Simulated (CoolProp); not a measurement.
Chlorine along the isotherm 31.45 °C: density (kg/m³) from the reference equation and from simpler models built on Tc = 143.7 °C, pc = 7.642 MPa, ω = 0.070; each cubic takes its own stable root.

The numbers come from the reference Helmholtz-energy equation of state, Thol 2021 in CoolProp.

```json
[
 {"p (MPa)": "0.0604", "phase": "gas", "reference": "1.703", "van der Waals": "1.699", "Redlich-Kwong": "1.702", "Soave-Redlich-Kwong": "1.702", "Peng-Robinson": "1.703"},
 {"p (MPa)": "0.0976", "phase": "gas", "reference": "2.764", "van der Waals": "2.754", "Redlich-Kwong": "2.762", "Soave-Redlich-Kwong": "2.762", "Peng-Robinson": "2.764"},
 {"p (MPa)": "0.158", "phase": "gas", "reference": "4.507", "van der Waals": "4.482", "Redlich-Kwong": "4.501", "Soave-Redlich-Kwong": "4.501", "Peng-Robinson": "4.506"},
 {"p (MPa)": "0.255", "phase": "gas", "reference": "7.362", "van der Waals": "7.293", "Redlich-Kwong": "7.345", "Soave-Redlich-Kwong": "7.346", "Peng-Robinson": "7.359"},
 {"p (MPa)": "0.412", "phase": "gas", "reference": "12.14", "van der Waals": "[?]", "Redlich-Kwong": "12.09", "Soave-Redlich-Kwong": "12.09", "Peng-Robinson": "12.13"},
 {"p (MPa)": "0.665", "phase": "gas", "reference": "20.31", "van der Waals": "19.74", "Redlich-Kwong": "20.15", "Soave-Redlich-Kwong": "20.16", "Peng-Robinson": "20.25"},
 {"p (MPa)": "1.07", "phase": "liquid", "reference": "1373", "van der Waals": "33.10", "Redlich-Kwong": "1251", "Soave-Redlich-Kwong": "1256", "Peng-Robinson": "1423"},
 {"p (MPa)": "1.74", "phase": "liquid", "reference": "1375", "van der Waals": "[?]", "Redlich-Kwong": "[?]", "Soave-Redlich-Kwong": "1259", "Peng-Robinson": "1426"},
 {"p (MPa)": "2.8", "phase": "liquid", "reference": "1379", "van der Waals": "873.5", "Redlich-Kwong": "1259", "Soave-Redlich-Kwong": "1264", "Peng-Robinson": "1431"},
 {"p (MPa)": "4.53", "phase": "liquid", "reference": "1384", "van der Waals": "[?]", "Redlich-Kwong": "1267", "Soave-Redlich-Kwong": "1272", "Peng-Robinson": "1439"},
 {"p (MPa)": "7.32", "phase": "liquid", "reference": "1392", "van der Waals": "897.8", "Redlich-Kwong": "1280", "Soave-Redlich-Kwong": "1284", "Peng-Robinson": "[?]"},
 {"p (MPa)": "11.8", "phase": "liquid", "reference": "1405", "van der Waals": "916.9", "Redlich-Kwong": "1297", "Soave-Redlich-Kwong": "1302", "Peng-Robinson": "1469"},
 {"p (MPa)": "19.1", "phase": "liquid", "reference": "1423", "van der Waals": "941.5", "Redlich-Kwong": "1323", "Soave-Redlich-Kwong": "[?]", "Peng-Robinson": "1494"}
]
```

Problem. Complete the blanks.

Solution. 
- 0.412, van der Waals: 11.95
- 1.74, van der Waals: 58.47
- 1.74, Redlich-Kwong: 1254
- 4.53, van der Waals: 883.6
- 7.32, Peng-Robinson: 1451
- 19.1, Soave-Redlich-Kwong: 1326

At some of these states van der Waals gives the other phase, because its saturation line lies elsewhere.
